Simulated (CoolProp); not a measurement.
Vapour-liquid equilibrium of dimethyl ether (1) + R227EA (2) at 0.0674 bar; x and y are mole fractions of (1).

Computed with CoolProp (multi-fluid Helmholtz-energy mixture model, Wu 2011 and Lemmon 2016; pair parameters Bell 2016).

Task: Give the bubble temperature and the first vapour's composition at x = 0.15, 0.65, 0.85. Is there an azeotrope?

Result: x = 0.15: -62.7 °C, y = 0.073; x = 0.65: -67.2 °C, y = 0.873; x = 0.85: -71.1 °C, y = 0.970. y crosses x between x = 0.25 and 0.35: the model has an azeotrope there.

Pair parameters are fitted to limited data, so mixtures are less certain than the pure fluids.
